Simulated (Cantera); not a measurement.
Charge: 1 mol Nb₂O₅, 18 mol H₂, 1.4 mol H₂O, at 52.0 mbar.

Method: chemical equilibrium by Gibbs-energy minimisation in Cantera with the NASA 1993 tables (ideal gas, pure condensed phases). Candidate condensed phases: H₂O, Nb, NbO, NbO₂, Nb₂O₅; 12 gas species. Mutual solubility and eutectic melting of coexisting phases are not modelled. Condensed phases not in the tables: the oxides between NbO₂ and Nb₂O₅. Equilibrium is a limit: real reactors are often held back by kinetics, nucleation or transport.

x: gas mole fraction; n: condensed amount in mol.

```
T (°C)   x H₂   x H₂O       x H    x NbO₂      x OH       x O  n Nb₂O₅(s)  n NbO₂(s)
------  -----  ------  --------  --------  --------  --------  ----------  ---------
602     0.928  0.0722  2.12e-10    <1e-12    <1e-12    <1e-12        1.00          0
752     0.928  0.0722         ?    <1e-12         ?    <1e-12        1.00          0
902     0.928  0.0722         ?    <1e-12         ?    <1e-12        1.00          0
1052    0.928  0.0722   6.91e-6  2.25e-12   7.84e-9    <1e-12        1.00          0
1202    0.921  0.0787   5.46e-5  5.51e-10   1.22e-7  6.35e-12       0.874      0.253
1352    0.876   0.124  0.000290   3.74e-8   1.72e-6  4.68e-10           0       2.00
1502    0.875   0.124   0.00119   1.21e-6   1.04e-5   1.11e-8           0       2.00
1652    0.873   0.123   0.00392   2.24e-5   4.79e-5   1.60e-7           0       2.00
1802    0.866   0.123    0.0109  0.000267  0.000176   1.58e-6           0       1.99
```

What belongs in the gaps?


- 902, x H: 5.18e-7
- 902, x OH: 2.81e-10
- 752, x H: 1.84e-8
- 752, x OH: 3.82e-12
